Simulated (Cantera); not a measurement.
Gas mixture: O2 = 0.61 (molar parts), at 1.20 Torr, frozen composition.

Cantera's kinetic-theory transport with the Lennard-Jones parameters of GRI-Mech 3.0, ideal gas; thermal conductivity in the mixture-averaged form.

One state of this run: ρ (kg/m³) = 0.000440; cp (J/kg/K) = 1134; μ (µPa s) = 59.7; λ (mW/m/K) = 95.7; Pr = 0.707; D (cm²/s) CO2 = 1440; D (cm²/s) CH3 = 2010; D (cm²/s) NH3 = 2250. D: mixture-averaged diffusion coefficient of that species in the mixture.

Which value of T (K) does it belong to?
A) 600
B) 800
C) 400
D) 1400

D, 1400
